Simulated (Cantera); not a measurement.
Input: 1 mol CH₃SiH₃, 0.6 mol C₃H₈, 270 mol H₂, at 1.00 Torr.

These are equilibrium values from Cantera (NASA tables, ideal gas, pure condensed phases), not measurements of a reactor. Candidate condensed phases: C, C₆H₆, C₇H₈, C₈H₁₈, Si, SiC; 87 gas species. The feed counts by its element totals alone. The numbers say what is thermodynamically allowed, not how fast it happens.

log p: log10 of the partial pressure in bar; n: condensed amount in mol.

```
T (K)  log p H₂  log p H  log p C₂H₂ (acetylene)  log p Si  log p SiC₂  log p C₂H  log p C₃  n C(graphite)
-----  --------  -------  ----------------------  --------  ----------  ---------  --------  -------------
2150      -2.93    -3.84                   -5.64     -5.39       -6.49      -8.07       [?]           1.64
2200      -2.94    -3.72                   -5.54     -5.40       -6.42      -7.77       [?]           1.31
2250      -2.97    -3.61                   -5.44     -5.41       -6.35      -7.49       [?]          0.916
2300      -2.99    -3.51                   -5.36     -5.43       -6.29      -7.22       [?]          0.449
2350      -3.03    -3.42                   -5.30     -5.45       -6.25      -6.98       [?]              0
2400      -3.07    -3.33                   -5.32     -5.47       -6.28      -6.83       [?]              0
2450      -3.11    -3.25                   -5.36     -5.48       -6.31      -6.69       [?]              0
```

Question: What belongs in the gaps?

Answer: 
- 2150, log p C₃: -9.07
- 2200, log p C₃: -8.62
- 2250, log p C₃: -8.19
- 2300, log p C₃: -7.78
- 2350, log p C₃: -7.41
- 2400, log p C₃: -7.16
- 2450, log p C₃: -6.92
